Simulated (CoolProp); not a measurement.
Values from CoolProp's reference Helmholtz-energy equation of state, Lemmon 2006. It is a short technical equation, of lower accuracy than the large ones.

### Question
For C2F6 (R116), give the phase and the cp (kJ/(kg K)), cv (kJ/(kg K)) at 278.2 K and 0.914 bar; 321.8 K and 0.914 bar.

### Answer
- 278.2 K and 0.914 bar: gas; cp 0.744, cv 0.680
- 321.8 K and 0.914 bar: gas; cp 0.810, cv 0.748
